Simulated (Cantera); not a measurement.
Cantera run:

```python
import numpy as np
import cantera as ct

gas_names = """
    CL CL2 H HCL H2 N NH NH2 NH3 N2 N2H2 N2H4 Si SiCL SiCL2 SiCL3 SiCL4 SiH SiHCL3 SiH2 SiH2CL2 SiH3
    SiH3CL SiH4 SiN Si2 Si2N Si3
""".split()
cond_names = """
    NH4CL(a) NH4CL(b) Si(cr) Si(L) Si3N4(a)
""".split()


def load(file, names, dense=False):
    # The tables refer to 1 bar. Condensed volumes are neglected.
    table = {s.name: s for s in ct.Species.list_from_file(file)}
    out = []
    for n in names:
        d = dict(table[n].input_data)
        d["thermo"] = dict(d["thermo"], **{"reference-pressure": 1e5})
        if dense:
            d["equation-of-state"] = {"model": "constant-volume", "density": "1e6 g/cm^3"}
        out.append(ct.Species.from_dict(d))
    return out


gas = ct.Solution(thermo="ideal-gas", species=load("nasa_gas.yaml", gas_names))
cond = {s.name: ct.Solution(thermo="fixed-stoichiometry", species=[s], name=s.name)
        for s in load("nasa_condensed.yaml", cond_names, dense=True)}
atoms = {
    'SiHCl3': {'Si': 1, 'H': 1, 'CL': 3},
    'HCl': {'H': 1, 'CL': 1},
    'N2': {'N': 2},
}
top_T = {'Si3N4(a)': 2400}  # K; cautious upper limits of use, not melting points


def equilibrate(T, P, feed):
    n = {}
    for name, mol in feed.items():
        for a, k in atoms[name].items():
            n[a] = n.get(a, 0.0) + k * mol
    gas.TPX = T, P, n
    mass = sum(n.values()) * gas.mean_molecular_weight
    gas.equilibrate("TP")
    valid = [c for c in cond.values() if c.min_temp <= T <= top_T.get(c.name, c.max_temp)]
    mix = ct.Mixture([(gas, mass / gas.mean_molecular_weight)] + [(c, 0.0) for c in valid])
    mix.T, mix.P = T, P
    mix.equilibrate("TP", solver="vcs", rtol=1e-11, max_steps=5000)
    return mix


results = []
feed = {'SiHCl3': 1, 'HCl': 0.087, 'N2': 41}  # mol
T = 1223.15  # K
P = 190000  # Pa
mix = equilibrate(T, P, feed)
results.append((T, P, feed, dict(zip(mix.species_names, mix.species_moles))))
x = sorted(zip(gas.X, gas.species_names), reverse=True)
print(f"T = {T:g} K  P = {P:g} Pa  gas = {mix.phase_moles(0):.4g} mol")
print("   x: " + "  ".join(f"{s} {v:.3e}" for v, s in x if v > 0.001))
print("   condensed (mol): " + ("  ".join(f"{mix.phase(i).name} {mix.phase_moles(i):.4g}"
      for i in range(1, mix.n_phases) if mix.phase_moles(i) > 1e-12) or "none"))
```

It prints:

```
T = 1223.15 K  P = 190000 Pa  gas = 42.24 mol
   x: N2 9.633e-01  HCL 2.199e-02  SiCL4 1.267e-02  H2 1.857e-03
   condensed (mol): Si3N4(a) 0.153
```

Cantera equilibrium calculation (NASA polynomials, part measured and part estimated; ideal gas, pure solids and liquids). N2 is the only nitrogen source here; it is nearly inert below about 1500 K, so the nitride shown seldom forms there in practice. The tables' values for SiCl3 are old estimates; treat these amounts as uncertain.
